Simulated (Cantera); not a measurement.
**Silicon nitride deposition: SiHCl₃ + N₂**

Feed: 1 mol SiHCl₃, 8.1 mol N₂, at 13.3 mbar.

Method: chemical equilibrium by Gibbs-energy minimisation in Cantera with the NASA 1993 tables (ideal gas, pure condensed phases). Candidate condensed phases: NH₄Cl, Si, Si₃N₄; 28 gas species. N₂ is the only nitrogen source here; it is nearly inert below about 1500 K, so the nitride shown seldom forms there in practice. The tables' values for SiCl₃, SiCl are old estimates; treat these amounts as uncertain. Equilibrium is a limit: real reactors are often held back by kinetics, nucleation or transport.

From 1400 K to 1525 K the condensed part is Si₃N₄(s). From 1550 K to 1625 K nothing is condensed. The main Si-bearing gas is SiCl₄ at 1400 K and SiCl₂ at 1625 K.

```json
[
 {"T (K)": "1400", "log p N₂": "-1.96", "log p HCl": "-2.92", "log p SiCl₂": "-3.54", "log p SiCl₄": "-3.33", "log p SiCl₃": "-3.75", "log p H₂": "-4.02", "log p Cl": "-6.30", "n Si₃N₄(s)": "0.110"},
 {"T (K)": "1425", "log p N₂": "-1.96", "log p HCl": "-2.92", "log p SiCl₂": "-3.39", "log p SiCl₄": "-3.41", "log p SiCl₃": "-3.70", "log p H₂": "-4.00", "log p Cl": "-6.17", "n Si₃N₄(s)": "0.0941"},
 {"T (K)": "1450", "log p N₂": "-1.96", "log p HCl": "-2.93", "log p SiCl₂": "-3.27", "log p SiCl₄": "-3.51", "log p SiCl₃": "-3.67", "log p H₂": "-3.98", "log p Cl": "-6.06", "n Si₃N₄(s)": "0.0757"},
 {"T (K)": "1475", "log p N₂": "-1.96", "log p HCl": "-2.94", "log p SiCl₂": "-3.16", "log p SiCl₄": "-3.63", "log p SiCl₃": "-3.66", "log p H₂": "-3.95", "log p Cl": "-5.95", "n Si₃N₄(s)": "0.0555"},
 {"T (K)": "1500", "log p N₂": "-1.96", "log p HCl": "-2.96", "log p SiCl₂": "-3.08", "log p SiCl₄": "-3.79", "log p SiCl₃": "-3.68", "log p H₂": "-3.91", "log p Cl": "-5.85", "n Si₃N₄(s)": "0.0351"},
 {"T (K)": "1525", "log p N₂": "-1.96", "log p HCl": "-2.97", "log p SiCl₂": "-3.01", "log p SiCl₄": "-3.97", "log p SiCl₃": "-3.72", "log p H₂": "-3.86", "log p Cl": "-5.77", "n Si₃N₄(s)": "0.0157"},
 {"T (K)": "1550", "log p N₂": "-1.97", "log p HCl": "-2.99", "log p SiCl₂": "-2.96", "log p SiCl₄": "-4.16", "log p SiCl₃": "-3.78", "log p H₂": "-3.81", "log p Cl": "-5.68", "n Si₃N₄(s)": "0"},
 {"T (K)": "1575", "log p N₂": "-1.97", "log p HCl": "-2.98", "log p SiCl₂": "-2.95", "log p SiCl₄": "-4.23", "log p SiCl₃": "-3.80", "log p H₂": "-3.86", "log p Cl": "-5.53", "n Si₃N₄(s)": "0"},
 {"T (K)": "1600", "log p N₂": "-1.97", "log p HCl": "-2.97", "log p SiCl₂": "-2.95", "log p SiCl₄": "-4.31", "log p SiCl₃": "-3.83", "log p H₂": "-3.90", "log p Cl": "-5.38", "n Si₃N₄(s)": "0"},
 {"T (K)": "1625", "log p N₂": "-1.97", "log p HCl": "-2.96", "log p SiCl₂": "-2.94", "log p SiCl₄": "-4.39", "log p SiCl₃": "-3.85", "log p H₂": "-3.95", "log p Cl": "-5.24", "n Si₃N₄(s)": "0"}
]
```
log p: log10 of the partial pressure in bar; n: condensed amount in mol.
